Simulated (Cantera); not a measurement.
A freely propagating, adiabatic, planar premixed flame of 29.6 % H₂, 14.8 % O₂, 55.6 % N₂, equivalence ratio 1.0, unburnt at 350 K and 458 Torr; multicomponent transport, grid criteria slope 0.08 and curve 0.16, no radiation.

Detailed kinetics in Cantera: the H2/O2 subset of GRI-Mech 3.0, which has no nitrogen chemistry. Burning velocities carry a grid error of a few per cent, more on coarse grids.

Problem. Predict: laminar burning velocity; thermal thickness; peak x(H); peak x(H₂O₂); peak x(O); peak x(OH).

Solution. 
- laminar burning velocity = 287 cm/s
- thermal thickness = 0.705 mm
- peak x(H) = 0.0524
- peak x(H₂O₂) = 8.11e-5
- peak x(O) = 0.0111
- peak x(OH) = 0.0155
